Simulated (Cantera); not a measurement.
A Cantera script and its output.

```python
import numpy as np
import cantera as ct

gas = ct.Solution("gri30.yaml")


def delay(T, t_max=10):
    gas.TPX = T, 100000, {'CH4': 1, 'C2H6': 0.07, 'O2': 2.49, 'N2': 9.38}
    reactor = ct.IdealGasConstPressureReactor(gas, clone=False)
    net = ct.ReactorNet([reactor])
    net.rtol, net.atol = 1e-8, 1e-16
    while net.time < t_max:
        t_old, T_old = net.time, reactor.T
        net.step()
        if reactor.T > T + 400:  # ignition: a rise of 400 K
            return t_old + (T + 400 - T_old) / (reactor.T - T_old) * (net.time - t_old)
    return np.nan


taus = []
for T in [1275, 1325, 1375, 1425, 1475, 1525]:
    taus.append(delay(T))
    print(f"T0 = {T:6g} K   tau = {taus[-1]:.4e} s")
```

Result:

```
T0 =   1275 K   tau = 3.5955e-03 s
T0 =   1325 K   tau = 2.0493e-03 s
T0 =   1375 K   tau = 1.1880e-03 s
T0 =   1425 K   tau = 7.0348e-04 s
T0 =   1475 K   tau = 4.2805e-04 s
T0 =   1525 K   tau = 2.6922e-04 s
```

Detailed kinetics in Cantera: GRI-Mech 3.0 (53 species, 325 reactions).
